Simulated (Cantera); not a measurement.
Input (Python, Cantera) and output of one run.

```python
import numpy as np
import cantera as ct

gas_names = """
    Br Br2 H HBr H2 N NH NH2 NH3 N2 N2H2 N2H4 Si SiBr SiBr2 SiBr3 SiBr4 SiH SiHBr3 SiH2 SiH2Br2 SiH3
    SiH3Br SiH4 SiN Si2 Si2N Si3
""".split()
cond_names = """
    Br2(cr) Br2(L) Si(cr) Si(L) Si3N4(a)
""".split()


# ... load() reads the species with a 1 bar reference pressure and builds the phases ...
atoms = {
    'Si': {'Si': 1},
    'HBr': {'H': 1, 'Br': 1},
    'N2': {'N': 2},
}
top_T = {'Si3N4(a)': 2400}  # K; cautious upper limits of use, not melting points


# ... equilibrate(T, P, feed) seeds the gas with the atoms and calls Mixture.equilibrate('TP', solver="vcs", rtol=1e-11, max_steps=5000) ...
results = []
feed = {'Si': 1, 'HBr': 2.4, 'N2': 0.25}  # mol
T = 950  # K
for P in [1, 5.2, 27, 140, 720, 3700, 19000, 100000]:
    mix = equilibrate(T, P, feed)
    results.append((T, P, feed, dict(zip(mix.species_names, mix.species_moles))))
    x = sorted(zip(gas.X, gas.species_names), reverse=True)
    print(f"T = {T:g} K  P = {P:g} Pa  gas = {mix.phase_moles(0):.4g} mol")
    print("   x: " + "  ".join(f"{s} {v:.3e}" for v, s in x if v > 1e-05))
    print("   condensed (mol): " + ("  ".join(f"{mix.phase(i).name} {mix.phase_moles(i):.4g}"
          for i in range(1, mix.n_phases) if mix.phase_moles(i) > 1e-12) or "none"))
```

Output:

```
T = 950 K  P = 1 Pa  gas = 2.008 mol
   x: H2 4.869e-01  HBr 2.203e-01  SiBr4 1.906e-01  SiBr2 9.396e-02  SiBr3 6.968e-03  SiHBr3 1.107e-03  Br 1.468e-04
   condensed (mol): Si(cr) 0.03726  Si3N4(a) 0.125
T = 950 K  P = 5.2 Pa  gas = 1.925 mol
   x: H2 5.408e-01  SiBr4 2.420e-01  HBr 1.632e-01  SiBr2 4.642e-02  SiBr3 5.518e-03  SiHBr3 2.107e-03  Br 4.526e-05
   condensed (mol): Si(cr) 0.05519  Si3N4(a) 0.125
T = 950 K  P = 27 Pa  gas = 1.875 mol
   x: H2 5.805e-01  SiBr4 2.746e-01  HBr 1.156e-01  SiBr2 2.170e-02  SiBr3 4.018e-03  SiHBr3 3.623e-03  SiH2Br2 2.252e-05  Br 1.358e-05
   condensed (mol): Si(cr) 0.05524  Si3N4(a) 0.125
T = 950 K  P = 140 Pa  gas = 1.844 mol
   x: H2 6.078e-01  SiBr4 2.939e-01  HBr 7.972e-02  SiBr2 9.860e-03  SiHBr3 5.887e-03  SiBr3 2.803e-03  SiH2Br2 5.555e-05
   condensed (mol): Si(cr) 0.04861  Si3N4(a) 0.125
T = 950 K  P = 720 Pa  gas = 1.825 mol
   x: H2 6.256e-01  SiBr4 3.045e-01  HBr 5.419e-02  SiHBr3 9.237e-03  SiBr2 4.426e-03  SiBr3 1.911e-03  SiH2Br2 1.320e-04
   condensed (mol): Si(cr) 0.04048  Si3N4(a) 0.125
T = 950 K  P = 3700 Pa  gas = 1.812 mol
   x: H2 6.366e-01  SiBr4 3.092e-01  HBr 3.644e-02  SiHBr3 1.419e-02  SiBr2 1.967e-03  SiBr3 1.284e-03  SiH2Br2 3.068e-04
   condensed (mol): Si(cr) 0.03244  Si3N4(a) 0.125
T = 950 K  P = 19000 Pa  gas = 1.802 mol
   x: H2 6.424e-01  SiBr4 3.094e-01  HBr 2.432e-02  SiHBr3 2.147e-02  SiBr2 8.683e-04  SiBr3 8.533e-04  SiH2Br2 7.018e-04
   condensed (mol): Si(cr) 0.02448  Si3N4(a) 0.125
T = 950 K  P = 100000 Pa  gas = 1.792 mol
   x: H2 6.439e-01  SiBr4 3.053e-01  SiHBr3 3.223e-02  HBr 1.602e-02  SiH2Br2 1.603e-03  SiBr3 5.577e-04  SiBr2 3.760e-04  SiH3Br 2.815e-05
   condensed (mol): Si(cr) 0.01568  Si3N4(a) 0.125
```

Equilibrium computed with Cantera from the NASA thermochemical tables; the gas is ideal and each condensed phase is pure. N2 is the only nitrogen source here; it is nearly inert below about 1500 K, so the nitride shown seldom forms there in practice. The tables' values for SiBr3 are old estimates; treat these amounts as uncertain.
